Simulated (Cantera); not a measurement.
What does this Cantera script print?

```python
import numpy as np
import cantera as ct

gas_names = """
    H H2 H2S N NH NH2 NH3 N2 N2H2 N2H4 Ni NiS S SH SN S2 S8
""".split()
cond_names = """
    Ni(cr) Ni(L) NiS(b) NiS(a) NiS(L) NiS2(s) NiS2(L) Ni3S2(I) Ni3S2(II) Ni3S2(L) Ni3S4(s) S(cr1) S(cr2)
    S(L)
""".split()


def load(file, names, dense=False):
    # The tables refer to 1 bar. Condensed volumes are neglected.
    table = {s.name: s for s in ct.Species.list_from_file(file)}
    out = []
    for n in names:
        d = dict(table[n].input_data)
        d["thermo"] = dict(d["thermo"], **{"reference-pressure": 1e5})
        if dense:
            d["equation-of-state"] = {"model": "constant-volume", "density": "1e6 g/cm^3"}
        out.append(ct.Species.from_dict(d))
    return out


gas = ct.Solution(thermo="ideal-gas", species=load("nasa_gas.yaml", gas_names))
cond = {s.name: ct.Solution(thermo="fixed-stoichiometry", species=[s], name=s.name)
        for s in load("nasa_condensed.yaml", cond_names, dense=True)}
atoms = {
    'NiS': {'Ni': 1, 'S': 1},
    'H2': {'H': 2},
    'N2': {'N': 2},
}
top_T = {'Ni3S4(s)': 620}  # K; cautious upper limits of use, not melting points


def equilibrate(T, P, feed):
    n = {}
    for name, mol in feed.items():
        for a, k in atoms[name].items():
            n[a] = n.get(a, 0.0) + k * mol
    gas.TPX = T, P, n
    mass = sum(n.values()) * gas.mean_molecular_weight
    gas.equilibrate("TP")
    valid = [c for c in cond.values() if c.min_temp <= T <= top_T.get(c.name, c.max_temp)]
    mix = ct.Mixture([(gas, mass / gas.mean_molecular_weight)] + [(c, 0.0) for c in valid])
    mix.T, mix.P = T, P
    mix.equilibrate("TP", solver="vcs", rtol=1e-11, max_steps=5000)
    return mix


results = []
feed = {'NiS': 1, 'H2': 5.4, 'N2': 0.53}  # mol
T = 873  # K
P = 100000  # Pa
mix = equilibrate(T, P, feed)
results.append((T, P, feed, dict(zip(mix.species_names, mix.species_moles))))
x = sorted(zip(gas.X, gas.species_names), reverse=True)
print(f"T = {T:g} K  P = {P:g} Pa  gas = {mix.phase_moles(0):.4g} mol")
print("   x: " + "  ".join(f"{s} {v:.3e}" for v, s in x if v > 0.0001))
print("   condensed (mol): " + ("  ".join(f"{mix.phase(i).name} {mix.phase_moles(i):.4g}"
      for i in range(1, mix.n_phases) if mix.phase_moles(i) > 1e-12) or "none"))
```

Result:

```
T = 873 K  P = 100000 Pa  gas = 5.928 mol
   x: H2 8.542e-01  N2 8.923e-02  H2S 5.623e-02  NH3 3.577e-04
   condensed (mol): Ni3S2(II) 0.3333
```

Equilibrium computed with Cantera from the NASA thermochemical tables; the gas is ideal and each condensed phase is pure.
